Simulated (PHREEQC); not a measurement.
Dissolve 0.00098 mol Cu(NO3)2, 0.0023 mol H2SO4 and 0.000175 mol FeCl3 per kg of water at 25 °C. Closed to the air; pH follows from the charge balance.

All values are PHREEQC results (ion-association model, wateq4f.dat), not measurements.

Problem. The ionic strength comes out as 0.00864 mol/kgw. What activity coefficients do Cl-, FeOH+2, Fe+3, Fe(OH)2+, FeHSO4+2 get?

Solution. Cl- 0.91, FeOH+2 0.68, Fe+3 0.46, Fe(OH)2+ 0.91, FeHSO4+2 0.68.

No solid was allowed to form. The solution is supersaturated, for example in Hematite (slow to form), Goethite (slow to form), so a real one may precipitate; this is no full list.
